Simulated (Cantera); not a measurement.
Equilibrium for silicon carbide growth: SiH2Cl2 + C2H4 + H2 + CH4

A closed system holds: 1 mol SiH2Cl2, 0.012 mol C2H4, 4.1 mol H2, 0.069 mol CH4, equilibrated at 18000 Pa.

Method: chemical equilibrium by Gibbs-energy minimisation in Cantera with the NASA 1993 tables (ideal gas, pure condensed phases). Candidate condensed phases: C, C6H6, C7H8, C8H18, Si, SiC; 109 gas species. Mutual solubility and eutectic melting of coexisting phases are not modelled. The tables' values for SiCl3, SiCl are old estimates; treat these amounts as uncertain. Gases not in the tables: Si2H6 and higher silanes. The numbers say what is thermodynamically allowed, not how fast it happens.

```json
[
 {"T (K)": "1425", "x H2": "0.798", "x HCl": "0.119", "x SiCl2": "0.0532", "x SiCl3": "0.0124", "x SiCl4": "0.0114", "n Si(s)": "0.396", "n SiC(s)": "0.0930", "n Si(l)": "0"},
 {"T (K)": "1475", "x H2": "0.789", "x HCl": "0.126", "x SiCl2": "0.0631", "x SiCl3": "0.0111", "x SiCl4": "0.00667", "n Si(s)": "0.382", "n SiC(s)": "0.0930", "n Si(l)": "0"},
 {"T (K)": "1525", "x H2": "0.783", "x HCl": "0.130", "x SiCl2": "0.0708", "x SiCl3": "0.00940", "x SiCl4": "0.00371", "n Si(s)": "0.370", "n SiC(s)": "0.0930", "n Si(l)": "0"},
 {"T (K)": "1575", "x H2": "0.779", "x HCl": "0.133", "x SiCl2": "0.0765", "x SiCl3": "0.00767", "x SiCl4": "0.00201", "n Si(s)": "0.360", "n SiC(s)": "0.0930", "n Si(l)": "0"},
 {"T (K)": "1625", "x H2": "0.777", "x HCl": "0.134", "x SiCl2": "0.0806", "x SiCl3": "0.00616", "x SiCl4": "0.00109", "n Si(s)": "0.353", "n SiC(s)": "0.0930", "n Si(l)": "0"},
 {"T (K)": "1675", "x H2": "0.776", "x HCl": "0.134", "x SiCl2": "0.0836", "x SiCl3": "0.00493", "x SiCl4": "0.000603", "n Si(s)": "0.346", "n SiC(s)": "0.0930", "n Si(l)": "0"},
 {"T (K)": "1725", "x H2": "0.773", "x HCl": "0.137", "x SiCl2": "0.0841", "x SiCl3": "0.00397", "x SiCl4": "0.000350", "n Si(s)": "0", "n SiC(s)": "0.0930", "n Si(l)": "0.351"},
 {"T (K)": "1775", "x H2": "0.770", "x HCl": "0.142", "x SiCl2": "0.0834", "x SiCl3": "0.00322", "x SiCl4": "0.000210", "n Si(s)": "0", "n SiC(s)": "0.0930", "n Si(l)": "0.362"},
 {"T (K)": "1825", "x H2": "0.768", "x HCl": "0.146", "x SiCl2": "0.0824", "x SiCl3": "0.00263", "x SiCl4": "0.000129", "n Si(s)": "0", "n SiC(s)": "0.0930", "n Si(l)": "0.371"},
 {"T (K)": "1875", "x H2": "0.765", "x HCl": "0.149", "x SiCl2": "0.0813", "x SiCl3": "0.00217", "x SiCl4": "8.13e-5", "n Si(s)": "0", "n SiC(s)": "0.0930", "n Si(l)": "0.381"},
 {"T (K)": "1925", "x H2": "0.763", "x HCl": "0.153", "x SiCl2": "0.0801", "x SiCl3": "0.00180", "x SiCl4": "5.21e-5", "n Si(s)": "0", "n SiC(s)": "0.0930", "n Si(l)": "0.390"},
 {"T (K)": "1975", "x H2": "0.760", "x HCl": "0.156", "x SiCl2": "0.0787", "x SiCl3": "0.00150", "x SiCl4": "3.41e-5", "n Si(s)": "0", "n SiC(s)": "0.0929", "n Si(l)": "0.398"},
 {"T (K)": "2025", "x H2": "0.757", "x HCl": "0.159", "x SiCl2": "0.0774", "x SiCl3": "0.00126", "x SiCl4": "2.27e-5", "n Si(s)": "0", "n SiC(s)": "0.0929", "n Si(l)": "0.406"},
 {"T (K)": "2075", "x H2": "0.754", "x HCl": "0.161", "x SiCl2": "0.0759", "x SiCl3": "0.00107", "x SiCl4": "1.54e-5", "n Si(s)": "0", "n SiC(s)": "0.0928", "n Si(l)": "0.412"}
]
```
x: gas mole fraction; n: condensed amount in mol.

From 1425 K to 1675 K the condensed part is Si(s) + SiC(s). From 1725 K to 2075 K the condensed part is Si(l) + SiC(s). The main Si-bearing gas is SiCl2 throughout. The share of Si in condensed phases is highest at 2075 K (50.5 %) and lowest at 1675 K (43.9 %).
